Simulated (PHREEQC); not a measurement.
Dissolve 0.085 mol Pb(NO3)2 per kg of water at 25 °C. Closed to the air; pH follows from the charge balance.

All values are PHREEQC results (ion-association model, phreeqc.dat), not measurements.

| Item | Value |
|---|---|
| pH | 4.39 |
| ionic strength | 0.192 mol/kgw |

```json
[
 {"species": "NO3-", "molality": "0.138", "activity": "0.0965", "log γ": "-0.156"},
 {"species": "Pb+2", "molality": "0.0531", "activity": "0.0167", "log γ": "-0.504"},
 {"species": "PbNO3+", "molality": "0.0318", "activity": "0.0238", "log γ": "-0.126"},
 {"species": "H+", "molality": "5.09e-5", "activity": "4.07e-5", "log γ": "-0.097"},
 {"species": "Pb2OH+3", "molality": "4.03e-5", "activity": "2.96e-6", "log γ": "-1.134"},
 {"species": "PbOH+", "molality": "1.06e-5", "activity": "7.95e-6", "log γ": "-0.126"}
]
```

No solid was allowed to form. Complexes and solids missing from the database can't appear.
